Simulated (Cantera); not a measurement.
Cantera run:

```python
import numpy as np
import cantera as ct

gas_names = [...]  # 123 gases of nasa_gas.yaml made of C, H, O, Si
cond_names = """
    C(gr) C6H6(L) C7H8(L) C8H18(L),n-octa H2O(s) H2O(L) Si(cr) Si(L) SiC(b) SiO2(Lqz) SiO2(hqz) SiO2(L)
""".split()


# ... load() reads the species with a 1 bar reference pressure and builds the phases ...
atoms = {
    'SiC': {'Si': 1, 'C': 1},
    'H2O': {'H': 2, 'O': 1},
    'H2': {'H': 2},
}
top_T = {'C(gr)': 4500, 'SiC(b)': 3050}  # K; cautious upper limits of use, not melting points


# ... equilibrate(T, P, feed) seeds the gas with the atoms and calls Mixture.equilibrate('TP', solver="vcs", rtol=1e-11, max_steps=5000) ...
results = []
feed = {'SiC': 1, 'H2O': 0.046, 'H2': 9.9}  # mol
P = 130  # Pa
for T in [923, 973, 1023, 1073, 1123, 1173, 1223]:
    mix = equilibrate(T, P, feed)
    results.append((T, P, feed, dict(zip(mix.species_names, mix.species_moles))))
    x = sorted(zip(gas.X, gas.species_names), reverse=True)
    print(f"T = {T:g} K  P = {P:g} Pa  gas = {mix.phase_moles(0):.4g} mol")
    print("   x: " + "  ".join(f"{s} {v:.3e}" for v, s in x if v > 0.0001))
    print("   condensed (mol): " + ("  ".join(f"{mix.phase(i).name} {mix.phase_moles(i):.4g}"
          for i in range(1, mix.n_phases) if mix.phase_moles(i) > 1e-12) or "none"))
```

Result:

```
T = 923 K  P = 130 Pa  gas = 9.943 mol
   x: H2 9.997e-01  CH4 3.022e-04
   condensed (mol): C(gr) 0.01993  SiC(b) 0.977  SiO2(hqz) 0.02298
T = 973 K  P = 130 Pa  gas = 9.945 mol
   x: H2 9.998e-01  CH4 1.670e-04
   condensed (mol): C(gr) 0.02082  SiC(b) 0.9772  SiO2(hqz) 0.02283
T = 1023 K  P = 130 Pa  gas = 9.947 mol
   x: H2 9.997e-01  CO 2.185e-04
   condensed (mol): C(gr) 0.01877  SiC(b) 0.9781  SiO2(hqz) 0.02191
T = 1073 K  P = 130 Pa  gas = 9.957 mol
   x: H2 9.988e-01  CO 1.153e-03
   condensed (mol): C(gr) 0.00518  SiC(b) 0.9827  SiO2(hqz) 0.01726
T = 1123 K  P = 130 Pa  gas = 9.961 mol
   x: H2 9.985e-01  CO 1.529e-03
   condensed (mol): SiC(b) 0.9846  SiO2(hqz) 0.01538
T = 1173 K  P = 130 Pa  gas = 9.961 mol
   x: H2 9.984e-01  CO 1.542e-03
   condensed (mol): SiC(b) 0.9846  SiO2(hqz) 0.01524
T = 1223 K  P = 130 Pa  gas = 9.963 mol
   x: H2 9.983e-01  CO 1.580e-03  SiO 1.252e-04
   condensed (mol): SiC(b) 0.9842  SiO2(hqz) 0.0145
```

Cantera equilibrium calculation (NASA polynomials, part measured and part estimated; ideal gas, pure solids and liquids). Mutual solubility and eutectic melting of coexisting phases are not modelled. The tables hold silica as quartz up to 1696 K and as liquid above; real silica turns to tridymite and cristobalite and melts near 1996 K.
